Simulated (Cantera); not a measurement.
Input (Python, Cantera):

```python
import numpy as np
import cantera as ct

gas = ct.Solution("gri30.yaml")
gas.TPX = 575, 100000, {'CH4': 1, 'O2': 2.11, 'N2': 7.92, 'CO2': 1.1}
inlet = ct.Reservoir(gas, clone=True)
gas.equilibrate("HP")  # start burning
reactor = ct.IdealGasConstPressureReactor(gas, energy="on", clone=False)
exhaust = ct.Reservoir(gas, clone=True)
tau = [0.079, 0.034, 0.014, 0.0062, 0.0026, 0.0011, 0.00048, 0.0002, 8.7e-05][0]
for a, b in ((inlet, reactor), (reactor, exhaust)):
    ct.MassFlowController(a, b, mdot=lambda t: reactor.mass / tau)
net = ct.ReactorNet([reactor])
show = ['CH4', 'O2', 'CO2', 'H2', 'H2O2', 'C2H4']

rows = []
print(f"{'tau/s':>10s}{'T/K':>9s}" + "".join(f"{s:>11s}" for s in show))
for tau in [0.079, 0.034, 0.014, 0.0062, 0.0026, 0.0011, 0.00048, 0.0002, 8.7e-05]:
    net.initial_time = 0.0
    net.advance(30 * tau)
    before = gas.X
    net.advance(40 * tau)
    drift = np.max(np.abs(gas.X - before) / (gas.X + 1e-9))
    rows.append([gas.T, *gas[show].X, drift])
    print(f"{tau:10.3e}{gas.T:9.1f}" + "".join(f"{x:11.3e}" for x in gas[show].X))
```

It prints:

```
     tau/s      T/K        CH4         O2        CO2         H2       H2O2       C2H4
 7.900e-02   2139.4  5.168e-06  1.362e-02  1.623e-01  1.861e-03  6.526e-08  4.989e-10
 3.400e-02   2118.7  9.937e-06  1.492e-02  1.597e-01  2.333e-03  7.681e-08  1.550e-09
 1.400e-02   2085.4  1.900e-05  1.686e-02  1.559e-01  3.096e-03  9.827e-08  4.297e-09
 6.200e-03   2044.5  3.422e-05  1.913e-02  1.514e-01  4.046e-03  1.295e-07  1.009e-08
 2.600e-03   1991.4  6.544e-05  2.198e-02  1.458e-01  5.298e-03  1.788e-07  2.505e-08
 1.100e-03   1930.8  1.298e-04  2.517e-02  1.399e-01  6.723e-03  2.489e-07  6.685e-08
 4.800e-04   1866.9  2.685e-04  2.867e-02  1.340e-01  8.197e-03  3.427e-07  2.021e-07
 2.000e-04   1793.6  6.567e-04  3.355e-02  1.269e-01  9.858e-03  4.729e-07  8.972e-07
 8.700e-05    575.0  8.244e-02  1.739e-01  9.068e-02 -1.514e-15 -5.963e-19 -3.456e-17
```

Detailed kinetics in Cantera: GRI-Mech 3.0 (53 species, 325 reactions).
